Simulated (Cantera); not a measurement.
An adiabatic, constant-pressure homogeneous reactor starts with 2.74 % C₃H₈, 20.4 % O₂, 76.9 % N₂, at 1500 K and 0.553 atm.

Cantera simulation using GRI-Mech 3.0 (53 species, 325 reactions); the numbers are that mechanism's predictions, not measurements. GRI-Mech 3.0 was tuned for natural gas; its chemistry of propane as a main component is partial and can be far from experiment.

**Question.** Predict: time of steepest temperature rise; temperature at 6.00 s; equilibrium temperature; x(O₂) at 6.00 s; x(NO₂) at 6.00 s; x(H₂) at 6.00 s; x(CO₂) at 6.00 s.

**Answer.** 
```
Quantity                                                            Result
---------------------------------  ---------------------------------------
time of steepest temperature rise                                 0.112 ms
temperature at 6.00 s                                               2568 K
equilibrium temperature                                             2568 K
x(O₂) at 6.00 s                      0.0618 (gas-phase equilibrium 0.0618)
x(NO₂) at 6.00 s                   4.54e-6 (gas-phase equilibrium 4.54e-6)
x(H₂) at 6.00 s                    0.00406 (gas-phase equilibrium 0.00406)
x(CO₂) at 6.00 s                     0.0610 (gas-phase equilibrium 0.0610)
```
